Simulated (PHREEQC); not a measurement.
Dissolve 0.19 mol HF, 0.00019 mol H2SiF6, 0.0059 mol H3PO4, 0.032 mol HNO3 and 0.33 mol AgNO3 per kg of water at 25 °C. Closed to the air; pH follows from the charge balance.

Computed with PHREEQC (ion-association model, wateq4f.dat).

This is a speciation only: nothing precipitates in the calculation.

Question: Order these Ag species by the share of Ag that they hold, largest first: AgNO3, Ag+, AgF.

Answer: Ag+ (93 %), AgNO3 (7.0 %), AgF (0.36 %)

The pH is 1.50 and the ionic strength 0.346 mol/kgw. Species that the database lacks are ignored. wateq4f.dat counts part of the HF as a dimer, H2F2, which phreeqc.dat doesn't know; its constant is uncertain. H3PO4, which wateq4f.dat lacks, is added to it with the constant of phreeqc.dat. SiF6-2 is the database's only silicon fluoride. The database has no phosphate complexes of Ag.
